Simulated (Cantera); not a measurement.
A freely propagating, adiabatic, planar premixed flame of C3H8 : O2 : N2 : H2O = 1 : 6.67 : 26.7 : 5.4 (molar parts), unburnt at 400 K and 760 Torr; mixture-averaged transport, grid criteria slope 0.08 and curve 0.16, no radiation.

Model: GRI-Mech 3.0 (53 species, 325 reactions), integrated in Cantera. GRI-Mech 3.0 was tuned for natural gas; its chemistry of propane as a main component is partial and can be far from experiment. Burning velocities carry a grid error of a few per cent, more on coarse grids.

Problem. What does this change do: O2 6.67 to 5 parts?

Solution. 
```tsv
quantity	before	after
laminar burning velocity	26.2 cm/s	19.4 cm/s
thermal thickness	0.664 mm	0.878 mm
peak x(C2H6)	0.000506	0.000723
peak x(CH4)	0.00116	0.00176
```

Problem. What does this change do: 0.62 parts H2 added?

Solution. 
```json
[
 {"quantity": "laminar burning velocity", "before": "26.2 cm/s", "after": "33.2 cm/s"},
 {"quantity": "thermal thickness", "before": "0.664 mm", "after": "0.575 mm"},
 {"quantity": "peak x(C2H6)", "before": "0.000506", "after": "0.000558"},
 {"quantity": "peak x(CH4)", "before": "0.00116", "after": "0.00153"}
]
```
